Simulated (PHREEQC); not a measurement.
Dissolve 0.052 mol CaCl2, 0.0021 mol Na2SO4 and 0.0017 mol H4SiO4 per kg of water at 25 °C. Closed to the air; pH follows from the charge balance.

Model: Pitzer model, pitzer.dat, run in PHREEQC.

Task: The ionic strength comes out as 0.162 mol/kgw. What activity coefficients do Na+, Cl-, SO4-2, Ca+2 get?

Result: Na+ 0.76, Cl- 0.73, SO4-2 0.15, Ca+2 0.34. Single-ion values are on the MacInnes scale.

This is a speciation only: nothing precipitates in the calculation. Species that the database lacks are ignored.
